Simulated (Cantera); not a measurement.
A Cantera script and its output.

```python
import numpy as np
import cantera as ct

gas = ct.Solution("SiF4_NH3_mec.yaml", "gas")
gas.TPX = 2225, 100000, {'NH3': 1, 'H2': 0.17}
inlet = ct.Reservoir(gas, clone=True)

reactor = ct.IdealGasConstPressureReactor(gas, energy="off", clone=False)
exhaust = ct.Reservoir(gas, clone=True)
tau = [9.1, 3.1, 1, 0.35, 0.12, 0.039, 0.013, 0.0044, 0.0015, 0.0005][0]
for a, b in ((inlet, reactor), (reactor, exhaust)):
    ct.MassFlowController(a, b, mdot=lambda t: reactor.mass / tau)
net = ct.ReactorNet([reactor])
show = ['NH3', 'H2', 'H', 'N2', 'NH2', 'N2H4']

rows = []
print(f"{'tau/s':>10s}{'T/K':>9s}" + "".join(f"{s:>11s}" for s in show))
for tau in [9.1, 3.1, 1, 0.35, 0.12, 0.039, 0.013, 0.0044, 0.0015, 0.0005]:
    net.initial_time = 0.0
    net.advance(30 * tau)
    before = gas.X
    net.advance(40 * tau)
    drift = np.max(np.abs(gas.X - before) / (gas.X + 1e-9))
    rows.append([gas.T, *gas[show].X, drift])
    print(f"{tau:10.3e}{gas.T:9.1f}" + "".join(f"{x:11.3e}" for x in gas[show].X))
```

Result:

```
     tau/s      T/K        NH3         H2          H         N2        NH2       N2H4
 9.100e+00   2225.0  7.636e-04  7.641e-01  5.601e-03  2.296e-01  1.742e-05  2.729e-11
 3.100e+00   2225.0  1.381e-03  7.638e-01  5.425e-03  2.294e-01  3.052e-05  8.375e-11
 1.000e+00   2225.0  2.845e-03  7.631e-01  4.939e-03  2.291e-01  5.728e-05  2.952e-10
 3.500e-01   2225.0  6.817e-03  7.610e-01  3.989e-03  2.281e-01  1.111e-04  1.112e-09
 1.200e-01   2225.0  2.003e-02  7.523e-01  2.807e-03  2.246e-01  2.324e-04  4.868e-09
 3.900e-02   2225.0  6.042e-02  7.235e-01  1.883e-03  2.137e-01  4.888e-04  2.155e-08
 1.300e-02   2225.0  1.580e-01  6.525e-01  1.247e-03  1.873e-01  9.378e-04  7.935e-08
 4.400e-03   2225.0  3.402e-01  5.194e-01  7.806e-04  1.380e-01  1.583e-03  2.263e-07
 1.500e-03   2225.0  5.625e-01  3.569e-01  4.642e-04  7.777e-02  2.255e-03  4.589e-07
 5.000e-04   2225.0  7.288e-01  2.353e-01  2.880e-04  3.276e-02  2.729e-03  6.720e-07
```

Computed with Cantera and the gas-phase N/H chemistry of the illustrative SiF4/NH3 mechanism in the Surface Chemkin manual (1991). Walls and surfaces, which speed up NH3 decomposition in real reactors, are not modelled.
